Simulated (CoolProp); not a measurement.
A simple Rankine cycle with R365MFC: condensing at 304.15 K, boiler at 2.74 MPa, turbine inlet 490 K, turbine efficiency 0.75, pump efficiency 0.8, no recuperator. Each further row changes one setting.

The numbers come from the reference Helmholtz-energy equation of state, Lemmon 2016 in CoolProp.

```
case                             thermal efficiency (%)  net work (kJ/kg)  heat in (kJ/kg)  turbine exit temperature (K)  volume ratio over the turbine
-------------------------------  ----------------------  ----------------  ---------------  ----------------------------  -----------------------------
as stated                                          15.5              58.9              379                         419.0                           44.8
condensing temperature 296.15 K                    16.4              64.2              390                         414.4                           61.1
boiler pressure 1.92 MPa                           14.4              56.2              390                         430.2                           28.6
turbine efficiency 0.65                            13.4              50.6              379                         425.8                           45.5
```
